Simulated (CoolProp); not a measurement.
Properties of n-nonane along the isotherm 600 K (Tc = 594.5 K, pc = 22.82 bar, ω = 0.443).

The numbers come from the reference Helmholtz-energy equation of state, Lemmon 2006 in CoolProp. It is a short technical equation, of lower accuracy than the large ones.

```tsv
p (bar)	phase	density (kg/m³)	speed of sound (m/s)	expansivity (1/kK)	conductivity (mW/(m K))	fugacity coefficient
0.722	gas	1.876	197.5	1.735	41.0	0.9893
1.64	gas	4.323	194.8	1.829	41.2	0.9758
3.74	gas	10.21	188.5	2.077	41.5	0.9450
8.51	gas	25.45	172.2	2.889	42.5	0.8758
19.4	gas	83.69	116.9	10.42	47.2	0.7175
44.1	supercritical	406.5	245.5	5.079	73.6	0.4056
100	supercritical	467.7	416.5	2.282	84.4	0.2476
228	supercritical	522.6	614.8	1.341	97.5	0.2102
```

Thermal conductivity comes from a separate model (Huber 2005).
